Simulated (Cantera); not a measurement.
A perfectly stirred reactor is fed with H₂ : O₂ : N₂ = 1.5 : 1 : 0.78 (molar parts), equivalence ratio 0.75, at 0.197 atm; it is held at 1400 K, and followed from long to short residence time.

Computed with Cantera and GRI-Mech 3.0 (53 species, 325 reactions). The temperature is held fixed by assumption; the heat of reaction is taken as removed at once.

Task: What does this change do: pressure from 0.197 atm to 0.132 atm?

Result: 
```json
[
 {"quantity": "x(H₂) at τ = 6.50 s", "before": "0.000119", "after": "0.000186"},
 {"quantity": "x(O₂) at τ = 6.50 s", "before": "0.0987", "after": "0.0987"},
 {"quantity": "x(H) at τ = 6.50 s", "before": "4.77e-6", "after": "1.07e-5"},
 {"quantity": "x(H₂O) at τ = 6.50 s", "before": "0.592", "after": "0.592"},
 {"quantity": "x(H₂O₂) at τ = 6.50 s", "before": "2.04e-7", "after": "2.09e-7"},
 {"quantity": "x(H₂) at τ = 88.0 ms", "before": "0.00211", "after": "0.00328"},
 {"quantity": "x(O₂) at τ = 88.0 ms", "before": "0.0988", "after": "0.0990"},
 {"quantity": "x(H) at τ = 88.0 ms", "before": "0.000367", "after": "0.000822"},
 {"quantity": "x(H₂O) at τ = 88.0 ms", "before": "0.588", "after": "0.585"},
 {"quantity": "x(H₂O₂) at τ = 88.0 ms", "before": "1.33e-6", "after": "1.24e-6"}
]
```

Task: What does this change do: H2 1.5 to 12 parts?

Result: 
```json
[
 {"quantity": "x(H₂) at τ = 6.50 s", "before": "0.000119", "after": "0.781"},
 {"quantity": "x(O₂) at τ = 6.50 s", "before": "0.0987", "after": "1.11e-5"},
 {"quantity": "x(H) at τ = 6.50 s", "before": "4.77e-6", "after": "0.00136"},
 {"quantity": "x(H₂O) at τ = 6.50 s", "before": "0.592", "after": "0.156"},
 {"quantity": "x(H₂O₂) at τ = 6.50 s", "before": "2.04e-7", "after": "2.35e-10"},
 {"quantity": "x(H₂) at τ = 88.0 ms", "before": "0.00211", "after": "0.773"},
 {"quantity": "x(O₂) at τ = 88.0 ms", "before": "0.0988", "after": "9.88e-5"},
 {"quantity": "x(H) at τ = 88.0 ms", "before": "0.000367", "after": "0.0112"},
 {"quantity": "x(H₂O) at τ = 88.0 ms", "before": "0.588", "after": "0.155"},
 {"quantity": "x(H₂O₂) at τ = 88.0 ms", "before": "1.33e-6", "after": "9.89e-10"}
]
```
